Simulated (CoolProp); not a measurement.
Properties of n-pentane along the isotherm 532.1 K.

Model: reference Helmholtz-energy equation of state, Thol 2019, in CoolProp.

| p (kPa) | phase | cp (kJ/(kg K)) | cv (kJ/(kg K)) | speed of sound (m/s) | expansivity (1/kK) | viscosity (µPa s) | conductivity (mW/(m K)) |
|---|---|---|---|---|---|---|---|
| 106 | gas | 2.660 | 2.541 | 251.6 | 1.926 | 12.0 | 44.8 |
| 172 | gas | 2.664 | 2.542 | 250.6 | 1.957 | 12.0 | 44.8 |
| 278 | gas | 2.670 | ? | 249.0 | 2.007 | 11.9 | 44.9 |
| 449 | gas | 2.681 | 2.547 | 246.3 | 2.091 | 11.8 | ? |
| 726 | gas | 2.700 | 2.552 | 242.0 | 2.239 | 11.7 | 45.3 |
| 1170 | gas | 2.735 | 2.562 | 234.9 | 2.511 | 11.5 | 45.9 |
| 1890 | gas | 2.807 | 2.578 | 222.8 | 3.067 | 11.1 | 47.1 |
| 3060 | gas | 2.988 | 2.611 | 201.7 | 4.459 | 10.8 | 50.3 |
| 4940 | supercritical | 3.654 | ? | 167.8 | 9.441 | 11.4 | 61.6 |
| 7990 | supercritical | 3.952 | 2.678 | 212.0 | 8.864 | 17.7 | 76.8 |
| 12900 | supercritical | 3.431 | 2.642 | 350.3 | 3.963 | 28.9 | 80.7 |
| 20800 | supercritical | 3.225 | 2.632 | 495.7 | 2.357 | 41.9 | 87.0 |
| 33700 | supercritical | 3.121 | 2.635 | 656.0 | 1.586 | 58.4 | 95.6 |

### Question
Some entries are withheld; supply them.

### Answer

- 278, cv (kJ/(kg K)): 2.544
- 449, conductivity (mW/(m K)): 45.1
- 4940, cv (kJ/(kg K)): 2.676

Viscosity comes from a separate model (Quiñones-Cisneros 2006), older than the equation that it now runs on, and unchecked against measurements. Thermal conductivity comes from a separate model (Vassiliou 2015).
